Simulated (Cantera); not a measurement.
Thermodynamics of boron, boron nitride and boron oxide, feed BF₃ + H₂O

Input: 1 mol BF₃, a varied amount of H₂O, held at 383 Torr.

Cantera equilibrium calculation (NASA polynomials, part measured and part estimated; ideal gas, pure solids and liquids). Candidate condensed phases: B, B₂O₃, B₃O₃H₃, H₂O; 43 gas species. The tables' values for BF₂ are old estimates. Gases not in the tables: H₃BO₃. Rates play no part.

Stable condensed phases:

```
T in K \ n(H₂O) in mol
         0.35 0.42  0.5  0.6 0.72 0.86    1  1.2  1.5  1.8  2.1  2.5    3
   1548     A    A    A    A    A    A    A    A    A    A    B    B    B
   1498     A    A    A    A    A    A    A    B    B    B    B    B    B
   1448     A    A    A    A    A    A    B    B    B    B    B    B    B
   1398     A    A    A    A    A    B    B    B    B    B    B    B    B
   1348     A    A    A    A    A    B    B    B    B    B    B    B    B
   1298     A    A    A    A    A    B    B    B    B    B    B    B    B
   1248     A    A    A    A    A    B    B    B    B    B    B    B    B
   1198     A    A    A    A    A    A    B    B    B    B    B    B    B
   1148     A    A    A    A    A    A    B    B    B    B    B    B    B
```

A: gas only; B: B₂O₃.
